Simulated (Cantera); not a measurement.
Charge: 1 mol Si3N4, 0.28 mol N2, at 1950 K and 26.0 Pa.

Equilibrium computed with Cantera from the NASA thermochemical tables; the gas is ideal and each condensed phase is pure. Candidate condensed phases: Si, Si3N4; 7 gas species. The tables' values for SiN are old estimates; treat these amounts as uncertain. Equilibrium is a limit: real reactors are often held back by kinetics, nucleation or transport.

Base state: N2 0.906, Si 0.0916, Si2 0.000839, Si2N 0.000570, SiN 0.000414, Si3 0.000184 (mole fractions); condensed: Si(l).

Question: What changes in the equilibrium state with this change: 0.49 mol Cl2 added?

Answer: 
```csv
species,before,after
N2,0.906,0.735
SiCl2,0,0.145
Si,0.0916,0.0916
SiCl,0,0.0134
Cl,0,0.0127
SiCl3,0,0.000153
SiN,0.000414,0.000373
Si2N,0.000570,0.000513
Si2,0.000839,0.000839
"Si(l), mol",2.76,2.21
```
The tables' values for SiCl, SiN, SiCl3 are old estimates; treat these amounts as uncertain.

Question: What changes in the equilibrium state with this change: pressure from 26.0 Pa to 1 atm?

Answer: 
```json
[
 {"species": "N2", "before": "0.906", "after": "1.000"},
 {"species": "Si", "before": "0.0916", "after": "4.46e-6"},
 {"species": "SiN", "before": "0.000414", "after": "1.32e-6"},
 {"species": "Si2", "before": "0.000839", "after": "7.76e-9"},
 {"species": "Si3", "before": "0.000184", "after": "<1e-9"},
 {"species": "Si2N", "before": "0.000570", "after": "3.46e-7"},
 {"species": "Si(l), mol", "before": "2.76", "after": "0"},
 {"species": "Si3N4(s), mol", "before": "0", "after": "1.000"}
]
```

Question: What changes in the equilibrium state with this change: pressure from 26.0 Pa to 13.3 mbar?

Answer: 
| species | before | after |
|---|---|---|
| N2 | 0.906 | 0.998 |
| Si | 0.0916 | 0.00179 |
| Si2N | 0.000570 | 8.35e-5 |
| Si2 | 0.000839 | 1.64e-5 |
| Si3 | 0.000184 | 3.60e-6 |
| SiN | 0.000414 | 6.06e-5 |
| Si(l), mol | 2.76 | 3.00 |
